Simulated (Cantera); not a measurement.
An isothermal, constant-pressure homogeneous reactor starts with 0.820 % CO, 3.43 % O₂, 0.372 % H₂O, 95.4 % N₂, at 1350 K and 5.50 bar.

Computed with Cantera and GRI-Mech 3.0 (53 species, 325 reactions).

x: mole fraction; the columns are a selection and need not sum to one.

| t (s) | x CO | x O₂ | x H₂O | x H | x OH | x O | x H₂ |
|---|---|---|---|---|---|---|---|
| 0.000200 | 0.00820 | 0.0343 | 0.00372 | 3.81e-8 | 2.68e-7 | 8.11e-7 | 1.71e-8 |
| 0.000434 | 0.00805 | 0.0342 | 0.00370 | 2.46e-6 | 1.57e-5 | 4.15e-5 | 2.49e-6 |
| 0.000941 | 0.00576 | 0.0331 | 0.00368 | 7.23e-6 | 4.44e-5 | 0.000106 | 1.59e-5 |
| 0.00204 | 0.00287 | 0.0317 | 0.00370 | 2.90e-6 | 3.34e-5 | 5.42e-5 | 8.12e-6 |
| 0.00443 | 0.00101 | 0.0308 | 0.00372 | 7.23e-7 | 2.23e-5 | 1.98e-5 | 2.72e-6 |
| 0.00960 | [?] | 0.0305 | 0.00373 | [?] | [?] | [?] | [?] |
| 0.0208 | 4.17e-5 | 0.0304 | 0.00373 | 1.25e-8 | 7.48e-6 | 1.13e-6 | 1.14e-7 |
| 0.0452 | 5.53e-6 | 0.0304 | 0.00373 | 1.24e-9 | 3.93e-6 | 2.58e-7 | 2.08e-8 |
| 0.0980 | [?] | 0.0304 | 0.00373 | 1.82e-10 | [?] | [?] | [?] |
| 0.213 | 2.85e-8 | 0.0304 | 0.00373 | 5.96e-11 | 1.60e-6 | 3.98e-8 | 2.28e-9 |
| 0.461 | 8.28e-9 | 0.0304 | 0.00373 | 4.47e-11 | 1.44e-6 | 3.17e-8 | 1.89e-9 |
| 1.00 | 8.14e-9 | 0.0304 | 0.00373 | 4.43e-11 | 1.43e-6 | 3.16e-8 | 1.88e-9 |

Question: Complete the blanks.

Answer: 
- 0.00960, x CO: 0.000243
- 0.00960, x H: 1.15e-7
- 0.00960, x OH: 1.36e-5
- 0.00960, x O: 5.23e-6
- 0.00960, x H₂: 6.23e-7
- 0.0980, x CO: 5.16e-7
- 0.0980, x OH: 2.29e-6
- 0.0980, x O: 8.27e-8
- 0.0980, x H₂: 5.03e-9
